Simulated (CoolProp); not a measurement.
Tetradecamethylhexasiloxane (MD4M) along the isobar 743 kPa: density (kg/m³) from the reference equation and from simpler models built on Tc = 653.2 K, pc = 828.6 kPa, ω = 0.800; each cubic takes its own stable root.

Computed with CoolProp (reference Helmholtz-energy equation of state, Thol 2019).

```json
[
 {"T (K)": "369.7", "phase": "liquid", "reference": "818.6", "van der Waals": "448.7", "Soave-Redlich-Kwong": "709.4", "Peng-Robinson": "795.8"},
 {"T (K)": "377.5", "phase": "liquid", "reference": "811.0", "van der Waals": "445.6", "Soave-Redlich-Kwong": "705.1", "Peng-Robinson": "791.3"},
 {"T (K)": "385.3", "phase": "liquid", "reference": "803.4", "van der Waals": "442.5", "Soave-Redlich-Kwong": "700.8", "Peng-Robinson": "786.6"},
 {"T (K)": "393.1", "phase": "liquid", "reference": "795.7", "van der Waals": "439.4", "Soave-Redlich-Kwong": "696.2", "Peng-Robinson": "781.8"},
 {"T (K)": "400.8", "phase": "liquid", "reference": "788.1", "van der Waals": "436.2", "Soave-Redlich-Kwong": "691.6", "Peng-Robinson": "776.8"},
 {"T (K)": "408.6", "phase": "liquid", "reference": "780.3", "van der Waals": "432.9", "Soave-Redlich-Kwong": "686.7", "Peng-Robinson": "771.6"},
 {"T (K)": "416.4", "phase": "liquid", "reference": "772.5", "van der Waals": "429.6", "Soave-Redlich-Kwong": "681.7", "Peng-Robinson": "766.2"},
 {"T (K)": "424.2", "phase": "liquid", "reference": "764.6", "van der Waals": "426.2", "Soave-Redlich-Kwong": "676.5", "Peng-Robinson": "760.6"},
 {"T (K)": "431.9", "phase": "liquid", "reference": "756.7", "van der Waals": "422.8", "Soave-Redlich-Kwong": "671.2", "Peng-Robinson": "754.9"},
 {"T (K)": "439.7", "phase": "liquid", "reference": "748.7", "van der Waals": "419.3", "Soave-Redlich-Kwong": "665.6", "Peng-Robinson": "748.9"},
 {"T (K)": "447.5", "phase": "liquid", "reference": "740.6", "van der Waals": "415.7", "Soave-Redlich-Kwong": "659.8", "Peng-Robinson": "742.6"},
 {"T (K)": "455.3", "phase": "liquid", "reference": "732.4", "van der Waals": "412.0", "Soave-Redlich-Kwong": "653.7", "Peng-Robinson": "736.0"},
 {"T (K)": "463", "phase": "liquid", "reference": "724.2", "van der Waals": "408.3", "Soave-Redlich-Kwong": "647.6", "Peng-Robinson": "729.3"}
]
```
